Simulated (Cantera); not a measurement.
Input: 1 mol C2H6, 0.84 mol O2, 1.6 mol H2, equilibrated at 1175 K and 9000 Torr.

These are equilibrium values from Cantera (NASA tables, ideal gas, pure condensed phases), not measurements of a reactor. Equilibrium is a limit: real reactors are often held back by kinetics, nucleation or transport.

```tsv
species	before	after
H2	0.618	0.740
CH4	0.0877	0.126
CO	0.222	0.100
CO2	0.0160	0.00327
H2O	0.0569	0.0309
C2H6	8.20e-6	1.41e-5
C(graphite), mol	0.240	0.968
```
Gas species are given as mole fractions.

### Question
What was changed between the two runs?
A. temperature from 1175 K to 2973.15 K
B. pressure from 9000 Torr to 10.0 Torr
C. H2 from 1.6 to 65 mol
D. O2 from 0.84 to 0.31 mol

### Answer
D, O2 from 0.84 to 0.31 mol
